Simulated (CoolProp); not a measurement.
CH2F2 (R32) at several states: density (kg/m³) from the reference equation and from simpler models built on Tc = 78.1 °C, pc = 5.783 MPa, ω = 0.277; each cubic takes its own stable root.

Values from CoolProp's reference Helmholtz-energy equation of state, Tillner-Roth 1997.

```json
[
 {"T (°C)": "9.85", "p (MPa)": "0.895", "phase": "gas", "reference": "23.24", "Redlich-Kwong": "22.13", "Soave-Redlich-Kwong": "22.38", "Peng-Robinson": "22.56"},
 {"T (°C)": "-76.35", "p (MPa)": "7.51", "phase": "liquid", "reference": "1289", "Redlich-Kwong": "974.5", "Soave-Redlich-Kwong": "1000", "Peng-Robinson": "1125"},
 {"T (°C)": "-14.05", "p (MPa)": "0.109", "phase": "gas", "reference": "2.694", "Redlich-Kwong": "2.673", "Soave-Redlich-Kwong": "2.677", "Peng-Robinson": "2.680"}
]
```
